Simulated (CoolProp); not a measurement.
Vapour pressure (kPa) of hydrogen chloride: the reference equation beside estimates from Tc = 51.5 °C, pc = 8314 kPa, ω = 0.130. Clausius-Clapeyron is anchored at -76.55 °C with a constant enthalpy of vaporisation of 15.84 kJ/mol.

Values from CoolProp's reference Helmholtz-energy equation of state, Thol 2018.

```tsv
T (°C)	reference	Lee-Kesler	Clausius-Clapeyron	van der Waals	Soave-Redlich-Kwong	Peng-Robinson
-90.95	71.31	66.85	74.29	485.4	67.15	69.70
-76.55	159.8	154.0	159.8	761.2	154.2	157.4
-62.15	317.7	312.5	309.7	1128	312.4	315.0
-47.75	574.8	573.5	551.4	1597	573.2	573.1
-33.35	964.7	971.1	916.1	2179	972.5	966.8
-18.95	1525	1541	1437	2882	1549	1535
-4.55	2295	2322	2148	3715	2343	2318
9.85	3321	3356	3081	4684	3397	3362
24.25	4657	4693	4269	5796	4754	4715
```

Absolute difference from the reference over all 9 rows, mean and median: Lee-Kesler 1.8 and 1.1 %, Clausius-Clapeyron 4.8 and 5.0 %, van der Waals 192.5 and 125.9 %, Soave-Redlich-Kwong 2.2 and 2.1 %, Peng-Robinson 1.0 and 1.0 %.
